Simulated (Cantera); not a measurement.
A Cantera script and what it prints.

```python
import numpy as np
import cantera as ct

gas_names = """
    C CN CO CO2 C2 CCN CNC C2N2 C2O C3 C3O2 C4 C4N2 C5 N NCO NO NO2 NO3 N2 N2O O O2 O3 Si SiC SiC2 SiN
    SiO SiO2 Si2 Si2C Si2N Si3
""".split()
cond_names = """
    C(gr) Si(cr) Si(L) SiC(b) SiO2(Lqz) SiO2(hqz) SiO2(L) Si2N2O(s) Si3N4(a)
""".split()


def load(file, names, dense=False):
    # The tables refer to 1 bar. Condensed volumes are neglected.
    table = {s.name: s for s in ct.Species.list_from_file(file)}
    out = []
    for n in names:
        d = dict(table[n].input_data)
        d["thermo"] = dict(d["thermo"], **{"reference-pressure": 1e5})
        if dense:
            d["equation-of-state"] = {"model": "constant-volume", "density": "1e6 g/cm^3"}
        out.append(ct.Species.from_dict(d))
    return out


gas = ct.Solution(thermo="ideal-gas", species=load("nasa_gas.yaml", gas_names))
cond = {s.name: ct.Solution(thermo="fixed-stoichiometry", species=[s], name=s.name)
        for s in load("nasa_condensed.yaml", cond_names, dense=True)}
atoms = {
    'SiC': {'Si': 1, 'C': 1},
    'O2': {'O': 2},
    'N2': {'N': 2},
}
top_T = {'C(gr)': 4500, 'SiC(b)': 3050, 'Si2N2O(s)': 2100, 'Si3N4(a)': 2400}  # K; cautious upper limits of use, not melting points


def equilibrate(T, P, feed):
    n = {}
    for name, mol in feed.items():
        for a, k in atoms[name].items():
            n[a] = n.get(a, 0.0) + k * mol
    gas.TPX = T, P, n
    mass = sum(n.values()) * gas.mean_molecular_weight
    gas.equilibrate("TP")
    valid = [c for c in cond.values() if c.min_temp <= T <= top_T.get(c.name, c.max_temp)]
    mix = ct.Mixture([(gas, mass / gas.mean_molecular_weight)] + [(c, 0.0) for c in valid])
    mix.T, mix.P = T, P
    mix.equilibrate("TP", solver="vcs", rtol=1e-11, max_steps=5000)
    return mix


results = []
feed = {'SiC': 1, 'O2': 0.0016, 'N2': 52}  # mol
P = 133.322  # Pa
for T in [950, 1050, 1150, 1250, 1350, 1450, 1550]:
    mix = equilibrate(T, P, feed)
    results.append((T, P, feed, dict(zip(mix.species_names, mix.species_moles))))

top = {s: max(r[3][s] / sum(r[3][g] for g in gas_names) for r in results) for s in gas_names}
cols = sorted((s for s in top if top[s] > 0.001), key=lambda s: -top[s])[:5]
seen = [c for c in cond_names if any(r[3].get(c, 0) > 1e-12 for r in results)]
print("log10 of partial pressures in bar; condensed amounts in mol")
print(f"{'T/K':>10s}" + "".join(f"{s[:9]:>10s}" for s in cols + seen))
for T, P, feed, n in results:
    ng = sum(n[g] for g in gas_names)
    print(f"{T:10.4g}" + "".join(f"{np.log10(max(n[s] / ng * P / 1e5, 1e-99)):10.3f}" for s in cols)
          + "".join(f"{n.get(c, 0):10.4g}" for c in seen))
```

Result:

```
log10 of partial pressures in bar; condensed amounts in mol
       T/K        N2     C(gr)    SiC(b) Si2N2O(s)  Si3N4(a)
       950    -2.875         1         0    0.0032    0.3312
      1050    -2.875         1         0  0.003195    0.3312
      1150    -2.875    0.9999         0  0.003075    0.3313
      1250    -2.875     0.998         0  0.001237    0.3325
      1350    -2.875         0    0.9968         0  0.001046
      1450    -2.875         0    0.9972         0 0.0008126
      1550    -2.875         0    0.9983         0         0
```

Cantera equilibrium calculation (NASA polynomials, part measured and part estimated; ideal gas, pure solids and liquids). N2 is the only nitrogen source here; it is nearly inert below about 1500 K, so the nitride shown seldom forms there in practice. Mutual solubility and eutectic melting of coexisting phases are not modelled.
